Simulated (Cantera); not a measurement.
Feed: 1 mol Si, 2.9 mol Cl₂, 20 mol H₂, held at 1252 °C and 1.30 bar.

Cantera equilibrium calculation (NASA polynomials, part measured and part estimated; ideal gas, pure solids and liquids). Candidate condensed phases: Si; 19 gas species. The tables' values for SiCl₃ are old estimates; treat these amounts as uncertain. Equilibrium is a limit: real reactors are often held back by kinetics, nucleation or transport.

Base state: H₂ 0.817, HCl 0.138, SiCl₂ 0.0214, SiCl₄ 0.00870, SiCl₃ 0.00792, SiHCl₃ 0.00583, SiH₂Cl₂ 0.000629, SiH₃Cl 2.00e-5 (mole fractions); condensed: gas only.

Problem. What changes in the equilibrium state with this change: temperature from 1252 °C to 402 °C?

Solution. 
| species | before | after |
|---|---|---|
| H₂ | 0.817 | 0.872 |
| HCl | 0.138 | 0.0823 |
| SiCl₄ | 0.00870 | 0.0456 |
| SiCl₂ | 0.0214 | <1e-9 |
| SiCl₃ | 0.00792 | 2.07e-9 |
| SiH₂Cl₂ | 0.000629 | 5.46e-9 |
| SiH₃Cl | 2.00e-5 | <1e-9 |

Problem. What changes in the equilibrium state with this change: temperature from 1252 °C to 475 °C?

Solution. 
| species | before | after |
|---|---|---|
| H₂ | 0.817 | 0.872 |
| HCl | 0.138 | 0.0824 |
| SiCl₄ | 0.00870 | 0.0455 |
| SiCl₂ | 0.0214 | <1e-9 |
| SiCl₃ | 0.00792 | 4.47e-8 |
| SiH₃Cl | 2.00e-5 | <1e-9 |
| H | 1.88e-5 | <1e-9 |

Problem. What changes in the equilibrium state with this change: H₂ from 20 to 0.46 mol?

Solution. 
| species | before | after |
|---|---|---|
| SiCl₄ | 0.00870 | 0.418 |
| HCl | 0.138 | 0.385 |
| Cl₂ | 1.76e-9 | 0.172 |
| H₂ | 0.817 | 6.54e-8 |
| SiCl₂ | 0.0214 | 1.06e-8 |
| Cl | 2.54e-6 | 0.0250 |
| SiHCl₃ | 0.00583 | 8.04e-9 |
| SiH₂Cl₂ | 0.000629 | <1e-9 |
